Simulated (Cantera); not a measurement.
A closed system holds: 1 mol PH3, a varied amount of O2, at 1575 K and 120 bar.

These are equilibrium values from Cantera (NASA tables, ideal gas, pure condensed phases), not measurements of a reactor. Candidate condensed phases: H2O, P, P4O10; 17 gas species. The ideal-gas law is rough above about 30 bar. Gases not in the tables: HPO2, HPO3 and P4O6. Kinetics and transport are ignored.

Question: At 3.3 mol O2, list the 4 most abundant gas species with their mole fractions, and the condensed phases.

Answer: H2O 0.492, O2 0.426, P4O10 0.0820, OH 0.000117. Condensed: gas only.
